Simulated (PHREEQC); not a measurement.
Make-up at 30 °C: 0.35 mol/kgw HCl, 0.032 mol/kgw FeCl3 and 0.042 mol/kgw MgCl2. It is in equilibrium with CO2 at log p = -3.4 (atm). Otherwise closed; pH follows from the charge balance.

All values are PHREEQC results (ion-association model, phreeqc.dat), not measurements.

No solid was allowed to form.

Task: What pH does the model give?

Result: pH 0.58.

Task: In which forms is Cl present?

Result: Cl- 93 %, FeCl+2 3.8 %, FeCl2+ 2.8 % of the Cl.

The solution is supersaturated, for example in Hematite (slow to form), so a real one may precipitate; this is no full list.
